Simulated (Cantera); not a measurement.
Charge: 1 mol Si, 1.6 mol HBr, 1.3 mol H2, held at 575 °C and 6.90 Torr.

Equilibrium computed with Cantera from the NASA thermochemical tables; the gas is ideal and each condensed phase is pure. Candidate condensed phases: Br2, Si; 19 gas species. The tables' values for SiBr3 are old estimates; treat these amounts as uncertain. Rates play no part.

Base state: H2 0.825, SiBr4 0.150, HBr 0.0183, SiHBr3 0.00611, SiBr2 0.000276, SiBr3 0.000206, SiH2Br2 0.000117 (mole fractions); condensed: Si(s).

### Question
What changes in the equilibrium state with this change: temperature from 575 °C to 727 °C?

### Answer
| species | before | after |
|---|---|---|
| H2 | 0.825 | 0.786 |
| SiBr4 | 0.150 | 0.130 |
| HBr | 0.0183 | 0.0694 |
| SiBr2 | 0.000276 | 0.00663 |
| SiBr3 | 0.000206 | 0.00187 |
| Si(s), mol | 0.607 | 0.631 |
